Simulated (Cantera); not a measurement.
Feed: 1 mol Si₃N₄, 0.96 mol N₂O, 270 mol N₂, equilibrated at 1798.15 K and 13.3 mbar.

Equilibrium computed with Cantera from the NASA thermochemical tables; the gas is ideal and each condensed phase is pure. Candidate condensed phases: Si, SiO₂, Si₂N₂O, Si₃N₄; 16 gas species. The numbers say what is thermodynamically allowed, not how fast it happens.

Base state: N₂ 0.996, SiO 0.00352, Si 0.000173, Si₂N 1.06e-5 (mole fractions); condensed: Si₃N₄(s).

Question: What changes in the equilibrium state with this change: temperature from 1798.15 K to 973.15 K?

Answer: 
```tsv
species	before	after
N₂	0.996	1.00
SiO	0.00352	<1e-9
Si	0.000173	<1e-9
Si₂N	1.06e-5	<1e-9
Si₃N₄(s), mol	0.661	0.360
Si₂N₂O(s), mol	0	0.960
```

Question: What changes in the equilibrium state with this change: Si₃N₄ replaced by Si?

Answer: 
```json
[
 {"species": "N₂", "before": "0.996", "after": "0.996"},
 {"species": "SiO", "before": "0.00352", "after": "0.00353"},
 {"species": "Si", "before": "0.000173", "after": "0.000128"},
 {"species": "Si₂N", "before": "1.06e-5", "after": "5.83e-6"},
 {"species": "Si₃N₄(s), mol", "before": "0.661", "after": "0"}
]
```
